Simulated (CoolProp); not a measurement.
Propyne along the isobar 1840 kPa: Z from the reference equation and from simpler models built on Tc = 402.7 K, pc = 5658 kPa, ω = 0.204; each cubic takes its own stable root.

The numbers come from the reference Helmholtz-energy equation of state, Polt 1992 in CoolProp. This equation is an older, rougher fit; its heat capacities, sound speeds and derivatives of the liquid may be far off and weren't checked against measurements.

```json
[
 {"T (K)": "300.4", "phase": "liquid", "reference": "0.04840"},
 {"T (K)": "315.1", "phase": "liquid", "reference": "0.04808"},
 {"T (K)": "329.9", "phase": "liquid", "reference": "0.04810"},
 {"T (K)": "359.3", "phase": "gas", "reference": "0.8042"},
 {"T (K)": "374.1", "phase": "gas", "reference": "0.8361"},
 {"T (K)": "388.8", "phase": "gas", "reference": "0.8599"},
 {"T (K)": "403.5", "phase": "gas", "reference": "0.8785"},
 {"T (K)": "418.3", "phase": "gas", "reference": "0.8936"}
]
```

### Question
How far does each simpler model (van der Waals, Redlich-Kwong, Soave-Redlich-Kwong, Peng-Robinson) lie from the reference over these 8 states: mean and median of the absolute difference, and the worst?

### Answer
- van der Waals: mean 400.7 %, median 5.2 %, worst +1591.7 % at 329.9 K and 1840 kPa
- Redlich-Kwong: mean 6.3 %, median 1.8 %, worst +16.6 % at 329.9 K and 1840 kPa
- Soave-Redlich-Kwong: mean 4.5 %, median 1.1 %, worst +12.0 % at 329.9 K and 1840 kPa
- Peng-Robinson: mean 1.3 %, median 1.1 %, worst -2.6 % at 300.4 K and 1840 kPa

At some of these states van der Waals gives the other phase, because its saturation line lies elsewhere.
